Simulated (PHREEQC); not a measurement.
# Brine

Consider water at 20 °C with 0.062 mol/kgw LiBr and 0.035 mol/kgw MgCl2. Closed to the air; pH follows from the charge balance.

All values are PHREEQC results (Pitzer model, pitzer.dat), not measurements.

No solid was allowed to form.

Task: What specific conductance does the model give?

Result: specific conductance 11000 µS/cm.

Species that the database lacks are ignored.
